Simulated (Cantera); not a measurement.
What does this Cantera script print?

```python
import numpy as np
import cantera as ct

gas_names = """
    Cu CuF CuF2 Cu2 F F2 H HF H2 H2F2 H3F3 H4F4 H5F5 H6F6 H7F7
""".split()
cond_names = """
    Cu(cr) Cu(L) CuF2(s) CuF2(L)
""".split()


def load(file, names, dense=False):
    # The tables refer to 1 bar. Condensed volumes are neglected.
    table = {s.name: s for s in ct.Species.list_from_file(file)}
    out = []
    for n in names:
        d = dict(table[n].input_data)
        d["thermo"] = dict(d["thermo"], **{"reference-pressure": 1e5})
        if dense:
            d["equation-of-state"] = {"model": "constant-volume", "density": "1e6 g/cm^3"}
        out.append(ct.Species.from_dict(d))
    return out


gas = ct.Solution(thermo="ideal-gas", species=load("nasa_gas.yaml", gas_names))
cond = {s.name: ct.Solution(thermo="fixed-stoichiometry", species=[s], name=s.name)
        for s in load("nasa_condensed.yaml", cond_names, dense=True)}
atoms = {
    'CuF2': {'Cu': 1, 'F': 2},
    'H2': {'H': 2},
}
top_T = {}  # K; cautious upper limits of use, not melting points


def equilibrate(T, P, feed):
    n = {}
    for name, mol in feed.items():
        for a, k in atoms[name].items():
            n[a] = n.get(a, 0.0) + k * mol
    gas.TPX = T, P, n
    mass = sum(n.values()) * gas.mean_molecular_weight
    gas.equilibrate("TP")
    valid = [c for c in cond.values() if c.min_temp <= T <= top_T.get(c.name, c.max_temp)]
    mix = ct.Mixture([(gas, mass / gas.mean_molecular_weight)] + [(c, 0.0) for c in valid])
    mix.T, mix.P = T, P
    mix.equilibrate("TP", solver="vcs", rtol=1e-11, max_steps=5000)
    return mix


results = []
feed = {'CuF2': 1, 'H2': 11}  # mol
P = 150  # Pa
for T in [648, 848, 1048, 1248, 1448, 1648, 1848, 2048]:
    mix = equilibrate(T, P, feed)
    results.append((T, P, feed, dict(zip(mix.species_names, mix.species_moles))))
    x = sorted(zip(gas.X, gas.species_names), reverse=True)
    print(f"T = {T:g} K  P = {P:g} Pa  gas = {mix.phase_moles(0):.4g} mol")
    print("   x: " + "  ".join(f"{s} {v:.3e}" for v, s in x if v > 1e-06))
    print("   condensed (mol): " + ("  ".join(f"{mix.phase(i).name} {mix.phase_moles(i):.4g}"
          for i in range(1, mix.n_phases) if mix.phase_moles(i) > 1e-12) or "none"))
```

Result:

```
T = 648 K  P = 150 Pa  gas = 12 mol
   x: H2 8.333e-01  HF 1.667e-01
   condensed (mol): Cu(cr) 1
T = 848 K  P = 150 Pa  gas = 12 mol
   x: H2 8.333e-01  HF 1.667e-01
   condensed (mol): Cu(cr) 1
T = 1048 K  P = 150 Pa  gas = 12 mol
   x: H2 8.333e-01  HF 1.667e-01
   condensed (mol): Cu(cr) 1
T = 1248 K  P = 150 Pa  gas = 12 mol
   x: H2 8.333e-01  HF 1.667e-01  Cu 2.937e-05  H 1.101e-05  CuF 1.110e-06
   condensed (mol): Cu(cr) 0.9996
T = 1448 K  P = 150 Pa  gas = 12.03 mol
   x: H2 8.313e-01  HF 1.662e-01  Cu 2.211e-03  H 2.170e-04  CuF 3.012e-05
   condensed (mol): Cu(L) 0.973
T = 1648 K  P = 150 Pa  gas = 12.68 mol
   x: H2 7.876e-01  HF 1.574e-01  Cu 5.266e-02  H 2.041e-03  CuF 3.232e-04  Cu2 4.891e-05
   condensed (mol): Cu(L) 0.3268
T = 1848 K  P = 150 Pa  gas = 13.08 mol
   x: H2 7.589e-01  HF 1.527e-01  Cu 7.618e-02  H 1.193e-02  CuF 2.534e-04  Cu2 2.197e-05
   condensed (mol): none
T = 2048 K  P = 150 Pa  gas = 13.33 mol
   x: H2 7.258e-01  HF 1.499e-01  Cu 7.487e-02  H 4.926e-02  CuF 1.542e-04  Cu2 6.123e-06  F 5.060e-06
   condensed (mol): none
```

These are equilibrium values from Cantera (NASA tables, ideal gas, pure condensed phases), not measurements of a reactor.
